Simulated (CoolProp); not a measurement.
Aqueous ethylene glycol as a coolant, 4 % by mass, freezing at -1.3 °C, 1 atm.

Values from CoolProp's Melinder's fits for secondary coolants.

```json
[
 {"T (°C)": "7.1", "Prandtl number": "11.6", "cp (kJ/(kg K))": "4.133", "density (kg/m³)": "1005", "conductivity (W/(m K))": "0.559"},
 {"T (°C)": "14.8", "Prandtl number": "9.09", "cp (kJ/(kg K))": "4.130", "density (kg/m³)": "1004", "conductivity (W/(m K))": "0.572"},
 {"T (°C)": "22.4", "Prandtl number": "7.31", "cp (kJ/(kg K))": "4.128", "density (kg/m³)": "1002", "conductivity (W/(m K))": "0.584"},
 {"T (°C)": "30", "Prandtl number": "6.01", "cp (kJ/(kg K))": "4.128", "density (kg/m³)": "1000", "conductivity (W/(m K))": "0.596"},
 {"T (°C)": "37.7", "Prandtl number": "5.03", "cp (kJ/(kg K))": "4.130", "density (kg/m³)": "997.8", "conductivity (W/(m K))": "0.606"}
]
```
